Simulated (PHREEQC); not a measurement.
# Brine: an equilibrium model

Dissolve 1 mol CaCl2 per kg of water at 20 °C. Closed to the air; pH follows from the charge balance.

Equilibrium calculation in PHREEQC: Pitzer model, pitzer.dat.

The ionic strength is 3.00 mol/kgw. The activity of water is 0.945 and the density comes out as 1.084 g/cm³. The osmotic coefficient is 1.053.

```tsv
species	molality	activity	log γ
Cl-	2.00	1.13	-0.249
Ca+2	1.00	0.405	-0.393
OH-	2.15e-7	2.01e-8	-1.029
H+	2.15e-7	3.22e-7	0.175
```

Precipitation was switched off in this run. Species that the database lacks are ignored.
